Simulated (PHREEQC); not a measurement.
Solution (20 °C): 1.7 mmol/kgw NH3, 0.022 mmol/kgw H4SiO4 and 3.4 mmol/kgw H3BO3. Closed to the air; pH follows from the charge balance.

All values are PHREEQC results (ion-association model, phreeqc.dat), not measurements.

This is a speciation only: nothing precipitates in the calculation.

### Question
What pH, ionic strength does the model give?

### Answer
pH 9.01; ionic strength 0.00122 mol/kgw.

### Question
In which forms is B present?

### Answer
H3BO3 64 %, H2BO3- 36 % of the B.

Species that the database lacks are ignored.
